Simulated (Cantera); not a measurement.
Feed: 1 mol MgO, 1.2 mol CO, 1.5 mol H₂, 1.9 mol CH₄, at 0.00120 bar.

Method: chemical equilibrium by Gibbs-energy minimisation in Cantera with the NASA 1993 tables (ideal gas, pure condensed phases). Candidate condensed phases: C, C₆H₆, C₇H₈, C₈H₁₈, H₂O, Mg, MgCO₃, MgO, Mg(OH)₂; 116 gas species. The tables' values for MgH are old estimates; treat these amounts as uncertain. Rates play no part.

x: gas mole fraction; n: condensed amount in mol.

```
T (K)   x H₂         x H   x CO        x Mg  x C₂H₂ (acetylene)       x H₂O        x C₃  n C(graphite)  n MgO(s)
-----  -----  ----------  -----  ----------  ------------------  ----------  ----------  -------------  --------
873    0.815     1.22e-9  0.183      <1e-12            1.80e-11    0.000762      <1e-12           1.91      1.00
1023   0.815     1.08e-7  0.185    1.58e-10             1.71e-9     4.94e-5      <1e-12           1.90      1.00
1173   0.815     3.07e-6  0.185     1.98e-6             4.99e-8     6.41e-6      <1e-12           1.90     1.000
1323   0.811  (withheld)  0.186  (withheld)          (withheld)  (withheld)      <1e-12           1.88     0.982
1473   0.623    0.000288  0.259       0.118             4.06e-6     4.05e-7      <1e-12          0.900         0
1623   0.622     0.00157  0.259       0.118             2.17e-5     1.46e-7      <1e-12          0.900         0
1773   0.618     0.00646  0.258       0.117             8.65e-5     6.25e-8    4.13e-11          0.899         0
1923   0.606  (withheld)  0.256       0.116          (withheld)  (withheld)  (withheld)          0.895         0
2073   0.576      0.0576  0.251       0.114            0.000706     1.54e-8     1.31e-7          0.888         0
2223   0.514       0.133  0.242       0.110             0.00149     7.90e-9     3.19e-6          0.872         0
2373   0.411       0.258  0.225       0.102             0.00253     3.77e-9     5.15e-5          0.847         0
2523   0.277       0.422  0.204      0.0927             0.00330     1.56e-9    0.000590          0.797         0
```

Question: Some entries are withheld; supply them.

Answer: 
- 1923, x H: 0.0212
- 1923, x C₂H₂ (acetylene): 0.000274
- 1923, x H₂O: 3.00e-8
- 1923, x C₃: 3.21e-9
- 1323, x H: 4.12e-5
- 1323, x Mg: 0.00278
- 1323, x C₂H₂ (acetylene): 6.69e-7
- 1323, x H₂O: 1.33e-6
